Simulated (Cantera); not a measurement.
A closed system holds: 1 mol Cu₂O, 13 mol H₂, at 1825 K and 0.000670 bar.

Method: chemical equilibrium by Gibbs-energy minimisation in Cantera with the NASA 1993 tables (ideal gas, pure condensed phases). Candidate condensed phases: Cu, CuO, Cu(OH)₂, Cu₂O, H₂O; 12 gas species. Equilibrium is a limit: real reactors are often held back by kinetics, nucleation or transport.

Base state: H₂ 0.786, Cu 0.132, H₂O 0.0661, H 0.0151, OH 8.86e-5, Cu₂ 3.47e-5 (mole fractions); condensed: gas only.

Q: What changes in the equilibrium state with this change: Cu₂O replaced by Al₂O₃?

A: 
| species | before | after |
|---|---|---|
| H₂ | 0.786 | 0.983 |
| H | 0.0151 | 0.0169 |
| H₂O | 0.0661 | 0.000267 |
| Cu | 0.132 | 0 |
| Al | 0 | 0.000157 |
| Cu₂ | 3.47e-5 | 0 |
| Al₂O | 0 | 1.29e-5 |
| Al₂O₃(s), mol | 0 | 0.999 |
Further candidate phases: Al, Al₂O₃.

Q: What changes in the equilibrium state with this change: pressure from 0.000670 bar to 1 atm?

A: 
```csv
species,before,after
H₂,0.786,0.922
H₂O,0.0661,0.0768
Cu,0.132,0.000711
H,0.0151,0.000420
OH,8.86e-5,2.45e-6
Cu₂,3.47e-5,1.52e-6
"Cu(l), mol",0,1.99
```
